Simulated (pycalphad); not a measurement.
**Phase fractions of Cu-61.7Si (at.%)**

Source of the numbers: pycalphad with the COST 507 light-alloy database (1999); pressure 1 atm. The data set is of 1999 and partly superseded. Phase fractions are per mole of atoms. Kinetics are ignored, which matters at the lower temperatures.

```json
[
 {"T (K)": "1450", "liquid": "1.000", "diamond (Si)": "-", "CU19SI6_ETA": "-"},
 {"T (K)": "1350", "liquid": "0.783", "diamond (Si)": "0.217", "CU19SI6_ETA": "-"},
 {"T (K)": "1250", "liquid": "0.652", "diamond (Si)": "0.348", "CU19SI6_ETA": "-"},
 {"T (K)": "1150", "liquid": "0.584", "diamond (Si)": "0.416", "CU19SI6_ETA": "-"},
 {"T (K)": "1050", "liquid": "-", "diamond (Si)": "0.496", "CU19SI6_ETA": "0.504"},
 {"T (K)": "950", "liquid": "-", "diamond (Si)": "0.496", "CU19SI6_ETA": "0.504"},
 {"T (K)": "850", "liquid": "-", "diamond (Si)": "0.496", "CU19SI6_ETA": "0.504"},
 {"T (K)": "750", "liquid": "-", "diamond (Si)": "0.496", "CU19SI6_ETA": "0.504"},
 {"T (K)": "650", "liquid": "-", "diamond (Si)": "0.496", "CU19SI6_ETA": "0.504"},
 {"T (K)": "550", "liquid": "-", "diamond (Si)": "0.496", "CU19SI6_ETA": "0.504"}
]
```

Database names, with the compositions (at.%) that they take in these runs: CU19SI6_ETA: Cu 76 Si 24.
